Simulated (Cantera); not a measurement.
A closed system holds: 1 mol Mg(OH)₂, 0.48 mol C, 7 mol CO₂, at 1352 °C and 27.0 Pa.

Method: chemical equilibrium by Gibbs-energy minimisation in Cantera with the NASA 1993 tables (ideal gas, pure condensed phases). Candidate condensed phases: C, C₆H₆, C₇H₈, C₈H₁₈, H₂O, Mg, MgCO₃, MgO, Mg(OH)₂; 116 gas species. Equilibrium is a limit: real reactors are often held back by kinetics, nucleation or transport.

Question: What is the equilibrium state?

Answer: 
```json
{
  "x(CO₂)": "0.773",
  "x(H₂O)": "0.113",
  "x(CO)": "0.108",
  "x(H₂)": "0.00507",
  "x(H)": "0.000306",
  "x(OH)": "0.000286",
  "x(O₂)": "0.000143",
  "x(O)": "1.42e-5",
  "x(Mg)": "3.30e-6",
  "n(MgO(s))": "1.000 mol",
  "gas_amount": "8.484 mol",
  "log10 activity of C(graphite) (absent)": "-9.01",
  "log10 activity of Mg(l) (absent)": "-9.83"
}
```
